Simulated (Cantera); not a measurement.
Cantera run, input and output.

```python
import numpy as np
import cantera as ct

gas = ct.Solution("h2o2.yaml")
gas.TPX = 1100, 26000, {'H2': 1.4, 'O2': 1, 'N2': 10}
inlet = ct.Reservoir(gas, clone=True)

reactor = ct.IdealGasConstPressureReactor(gas, energy="off", clone=False)
exhaust = ct.Reservoir(gas, clone=True)
tau = [3.4, 0.8, 0.19, 0.044, 0.01, 0.0024, 0.00057][0]
for a, b in ((inlet, reactor), (reactor, exhaust)):
    ct.MassFlowController(a, b, mdot=lambda t: reactor.mass / tau)
net = ct.ReactorNet([reactor])
show = ['H2', 'O2', 'H2O', 'H2O2', 'O']

rows = []
print(f"{'tau/s':>10s}{'T/K':>9s}" + "".join(f"{s:>11s}" for s in show))
for tau in [3.4, 0.8, 0.19, 0.044, 0.01, 0.0024, 0.00057]:
    net.initial_time = 0.0
    net.advance(30 * tau)
    before = gas.X
    net.advance(40 * tau)
    drift = np.max(np.abs(gas.X - before) / (gas.X + 1e-9))
    rows.append([gas.T, *gas[show].X, drift])
    print(f"{tau:10.3e}{gas.T:9.1f}" + "".join(f"{x:11.3e}" for x in gas[show].X))
```

It prints:

```
     tau/s      T/K         H2         O2        H2O       H2O2          O
 3.400e+00   1100.0  1.444e-04  2.568e-02  1.195e-01  3.870e-07  1.655e-05
 8.000e-01   1100.0  3.707e-04  2.577e-02  1.192e-01  6.253e-07  4.517e-05
 1.900e-01   1100.0  9.166e-04  2.600e-02  1.185e-01  8.588e-07  1.188e-04
 4.400e-02   1100.0  2.221e-03  2.660e-02  1.168e-01  9.987e-07  3.038e-04
 1.000e-02   1100.0  5.222e-03  2.815e-02  1.124e-01  1.002e-06  7.424e-04
 2.400e-03   1100.0  1.134e-02  3.171e-02  1.028e-01  9.215e-07  1.620e-03
 5.700e-04   1100.0  2.352e-02  3.913e-02  8.370e-02  8.250e-07  3.020e-03
```

Detailed kinetics in Cantera: the H2/O2 subset of GRI-Mech 3.0, which has no nitrogen chemistry. The temperature is held fixed by assumption; the heat of reaction is taken as removed at once.
